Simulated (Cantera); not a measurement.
Ignition delay

Mixture: CH₄ : O₂ : N₂ = 1 : 2.5 : 13.5 (molar parts), at 0.390 bar, adiabatic and at constant volume. Ignition delay is the time to a rise of 400 K.

Detailed kinetics in Cantera: GRI-Mech 3.0 (53 species, 325 reactions).

```
T0 (K)  delay (ms)
------  ----------
1000          3450
1075           889
1150           256
1225          81.3
1300          28.5
1375          11.0
```

- apparent activation energy between 1225 and 1375 K: 190 kJ/mol
